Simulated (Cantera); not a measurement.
# Adiabatic ignition

An adiabatic, constant-volume homogeneous reactor starts with CH4 : O2 : N2 = 1 : 1.33 : 6.67 (molar parts), equivalence ratio 1.5, at 1075 K and 3900 Torr.

Cantera simulation using GRI-Mech 3.0 (53 species, 325 reactions); the numbers are that mechanism's predictions, not measurements.

```json
[
 {"t (s)": "8.00e-6", "T (K)": "1075", "P (bar)": "5.20", "x CH4": "0.111", "x O2": "0.148", "x CH2CO": "<1e-12", "x NO": "<1e-12", "x CO2": "<1e-12", "x CO": "<1e-12", "x H2": "1.70e-12"},
 {"t (s)": "2.48e-5", "T (K)": "1075", "P (bar)": "5.20", "x CH4": "0.111", "x O2": "0.148", "x CH2CO": "<1e-12", "x NO": "<1e-12", "x CO2": "<1e-12", "x CO": "<1e-12", "x H2": "9.86e-12"},
 {"t (s)": "7.67e-5", "T (K)": "1075", "P (bar)": "5.20", "x CH4": "0.111", "x O2": "0.148", "x CH2CO": "<1e-12", "x NO": "<1e-12", "x CO2": "<1e-12", "x CO": "<1e-12", "x H2": "7.99e-11"},
 {"t (s)": "0.000237", "T (K)": "1075", "P (bar)": "5.20", "x CH4": "0.111", "x O2": "0.148", "x CH2CO": "<1e-12", "x NO": "<1e-12", "x CO2": "<1e-12", "x CO": "8.03e-12", "x H2": "8.91e-10"},
 {"t (s)": "0.000734", "T (K)": "1075", "P (bar)": "5.20", "x CH4": "0.111", "x O2": "0.148", "x CH2CO": "<1e-12", "x NO": "<1e-12", "x CO2": "3.56e-12", "x CO": "3.50e-10", "x H2": "1.48e-8"},
 {"t (s)": "0.00227", "T (K)": "1075", "P (bar)": "5.20", "x CH4": "0.111", "x O2": "0.148", "x CH2CO": "<1e-12", "x NO": "<1e-12", "x CO2": "1.64e-10", "x CO": "2.08e-8", "x H2": "2.39e-7"},
 {"t (s)": "0.00704", "T (K)": "1075", "P (bar)": "5.20", "x CH4": "0.111", "x O2": "0.148", "x CH2CO": "1.43e-11", "x NO": "<1e-12", "x CO2": "1.38e-9", "x CO": "5.25e-7", "x H2": "1.55e-6"},
 {"t (s)": "0.0218", "T (K)": "1076", "P (bar)": "5.20", "x CH4": "0.111", "x O2": "0.148", "x CH2CO": "5.12e-10", "x NO": "<1e-12", "x CO2": "1.35e-8", "x CO": "9.14e-6", "x H2": "1.04e-5"},
 {"t (s)": "0.0674", "T (K)": "1090", "P (bar)": "5.28", "x CH4": "0.109", "x O2": "0.146", "x CH2CO": "2.33e-7", "x NO": "<1e-12", "x CO2": "3.78e-6", "x CO": "0.000496", "x H2": "0.000307"},
 {"t (s)": "0.209", "T (K)": "2601", "P (bar)": "13.5", "x CH4": "5.02e-11", "x O2": "3.57e-5", "x CH2CO": "<1e-12", "x NO": "0.000333", "x CO2": "0.0271", "x CO": "0.0761", "x H2": "0.0620"},
 {"t (s)": "0.646", "T (K)": "2601", "P (bar)": "13.5", "x CH4": "5.02e-11", "x O2": "3.57e-5", "x CH2CO": "<1e-12", "x NO": "0.000333", "x CO2": "0.0271", "x CO": "0.0761", "x H2": "0.0620"},
 {"t (s)": "2.00", "T (K)": "2601", "P (bar)": "13.5", "x CH4": "5.02e-11", "x O2": "3.57e-5", "x CH2CO": "<1e-12", "x NO": "0.000333", "x CO2": "0.0271", "x CO": "0.0761", "x H2": "0.0620"}
]
```
x: mole fraction; the columns are a selection and need not sum to one.

```
Item                                                                  Result
---------------------------------  -----------------------------------------
time of steepest temperature rise                                    82.1 ms
temperature at 2.00 s                                                 2601 K
equilibrium temperature                                               2601 K
x(CH4) at 2.00 s                   5.02e-11 (gas-phase equilibrium 5.65e-11)
x(O2) at 2.00 s                      3.57e-5 (gas-phase equilibrium 3.57e-5)
x(CH2CO) at 2.00 s                     <1e-12 (gas-phase equilibrium <1e-12)
```
